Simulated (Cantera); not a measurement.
Hydrocarbon pyrolysis for carbon deposition

A perfectly stirred reactor is fed with 21.3 % CH4, 78.7 % H2, at 0.0133 bar; it is held at 1575 K, and followed from long to short residence time.

Computed with Cantera and GRI-Mech 3.0 (53 species, 325 reactions). GRI-Mech 3.0 stops at C3 and has no aromatics, soot or wall deposition, so with more carbon than oxygen in the feed, carbon stays in small species such as C2H2 where larger ones or solid carbon would form. Radical loss at walls, strong at low pressure, is not modelled.

```json
[
 {"τ (s)": "3.8", "x CH4": "0.0992", "x H2": "0.853", "x C2H6": "1.41e-5", "x CH3": "0.000502", "x C2H4": "0.000469"},
 {"τ (s)": "1.4", "x CH4": "0.141", "x H2": "0.829", "x C2H6": "2.52e-5", "x CH3": "0.000655", "x C2H4": "0.000760"},
 {"τ (s)": "0.50", "x CH4": "0.178", "x H2": "0.807", "x C2H6": "3.54e-5", "x CH3": "0.000762", "x C2H4": "0.00101"},
 {"τ (s)": "0.18", "x CH4": "0.200", "x H2": "0.794", "x C2H6": "3.73e-5", "x CH3": "0.000764", "x C2H4": "0.000962"},
 {"τ (s)": "0.065", "x CH4": "0.209", "x H2": "0.789", "x C2H6": "2.55e-5", "x CH3": "0.000606", "x C2H4": "0.000508"},
 {"τ (s)": "0.023", "x CH4": "0.212", "x H2": "0.787", "x C2H6": "7.02e-6", "x CH3": "0.000301", "x C2H4": "7.47e-5"},
 {"τ (s)": "0.0084", "x CH4": "0.213", "x H2": "0.787", "x C2H6": "9.23e-7", "x CH3": "0.000114", "x C2H4": "4.48e-6"}
]
```
x: mole fraction; the columns are a selection and need not sum to one.
